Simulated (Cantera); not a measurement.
A closed system holds: 1 mol Ta2O5, 2.8 mol C, 1.9 mol H2, 0.63 mol CH4, at 750 °C and 100 Torr.

Method: chemical equilibrium by Gibbs-energy minimisation in Cantera with the NASA 1993 tables (ideal gas, pure condensed phases). Candidate condensed phases: C, C6H6, C7H8, C8H18, H2O, Ta, TaC, Ta2O5; 113 gas species. Mutual solubility and eutectic melting of coexisting phases are not modelled. TaC: taken at fixed stoichiometry. Condensed phases not in the tables: Ta2C. Kinetics and transport are ignored.

Base state: H2 0.984, CH4 0.00967, CO 0.00615, H2O 0.000220 (mole fractions); condensed: C(graphite) + TaC(s) + Ta2O5(s).

Q: What changes in the equilibrium state with this change: temperature from 750 °C to 802 °C?

A: 
| species | before | after |
|---|---|---|
| H2 | 0.984 | 0.971 |
| CO | 0.00615 | 0.0234 |
| CH4 | 0.00967 | 0.00566 |
| H2O | 0.000220 | 0.000382 |
| C(graphite), mol | 3.37 | 3.31 |
| TaC(s), mol | 0.00803 | 0.0306 |
| Ta2O5(s), mol | 0.996 | 0.985 |
